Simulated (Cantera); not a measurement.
An adiabatic, constant-pressure homogeneous reactor starts with CH₄ : O₂ : N₂ : H₂O = 1 : 3.39 : 12.7 : 2.5 (molar parts), equivalence ratio 0.59, at 1748 K and 101000 Pa. Integrator tolerance rtol = 1e-08.

Cantera simulation using GRI-Mech 3.0 (53 species, 325 reactions); the numbers are that mechanism's predictions, not measurements.

```tsv
quantity	before	after
time of steepest temperature rise	0.148 ms	38.8 µs
temperature at 1.00 s	2525 K	2587 K
equilibrium temperature	2525 K	2587 K
x(CH₄) at 1.00 s	<1e-12 (gas-phase equilibrium <1e-12)	<1e-12 (gas-phase equilibrium <1e-12)
x(O₂) at 1.00 s	0.0645 (gas-phase equilibrium 0.0645)	0.0633 (gas-phase equilibrium 0.0633)
x(H₂O) at 1.00 s	0.211 (gas-phase equilibrium 0.211)	0.217 (gas-phase equilibrium 0.217)
x(H₂O₂) at 1.00 s	4.02e-7 (gas-phase equilibrium 4.02e-7)	1.05e-6 (gas-phase equilibrium 1.05e-6)
x(C₂H₄) at 1.00 s	<1e-12 (gas-phase equilibrium <1e-12)	<1e-12 (gas-phase equilibrium <1e-12)
```

Question: Which change was made?
(A) N2 12.7 to 10 parts
(B) pressure from 101000 Pa to 520000 Pa
(C) constant volume in place of constant pressure
(D) initial temperature 1748 to 1725 K

Answer: B, pressure from 101000 Pa to 520000 Pa
